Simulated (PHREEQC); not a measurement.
0.067 g of hydrous ferric oxide (600 m²/g; 0.2 weak and 0.005 strong sites per Fe, Dzombak-Morel constants, diffuse double layer) in 1 kg of water with 0.05 mol/kgw of an inert sodium salt and 0.0091 mmol/kgw CaCl2, at 25 °C; the pH is set by adding NaOH or the inert anion's acid. Oxygen alone is held at its pressure in air (log pO2 = -0.68). No CO2 enters from the air. Nothing may precipitate in this run.

Base run: PHREEQC, ion-association model, wateq4f.dat. Each further column changes one thing. The table gives surface charge σ (C/m²).

```tsv
pH	base	background salt from 0.05 to 0.005 mol/kgw	oxide from 0.067 to 0.34 g/kgw	8.4e-05 mol/kgw SrCl2 added
3	0.357	0.303	0.357	0.357
3.75	0.317	0.212	0.317	0.317
4.88	0.194	0.099	0.194	0.194
5.62	0.119	0.054	0.119	0.119
6.38	0.064	0.026	0.064	0.064
7.12	0.030	0.011	0.030	0.030
8.25	-0.003	-0.001	-0.003	-0.002
9	-0.023	-0.008	-0.025	-0.020
```

The oxide is taken as insoluble; below pH 4 it would dissolve.
